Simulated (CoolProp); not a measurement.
R365MFC along the isobar 0.775 MPa: density (kg/m³) from the reference equation and from simpler models built on Tc = 460.0 K, pc = 3.266 MPa, ω = 0.377; each cubic takes its own stable root.

The numbers come from the reference Helmholtz-energy equation of state, Lemmon 2016 in CoolProp.

```
T (K)   phase  reference  van der Waals  Soave-Redlich-Kwong  Peng-Robinson
-----  ------  ---------  -------------  -------------------  -------------
273.5  liquid       1310          785.4                 1209           1363
280.7  liquid       1295          777.0                 1197           1349
287.9  liquid       1280          768.4                 1184           1335
295.1  liquid       1265          759.4                 1170           1321
302.3  liquid       1250          750.2                 1156           1306
309.5  liquid       1234          740.6                 1141           1290
316.7  liquid       1218          730.7                 1126           1273
323.9  liquid       1202          720.3                 1110           1255
331.1  liquid       1186          709.4                 1093           1237
338.4  liquid       1168          49.27                 1075           1217
345.6  liquid       1151          47.67                 1056           1197
352.8  liquid       1132          46.19                 1037           1175
360    liquid       1114          44.83                 1016           1152
367.2  liquid       1094          43.56                993.6           1127
374.4  liquid       1073          42.37                969.8           1101
```

At some of these states van der Waals gives the other phase, because its saturation line lies elsewhere.
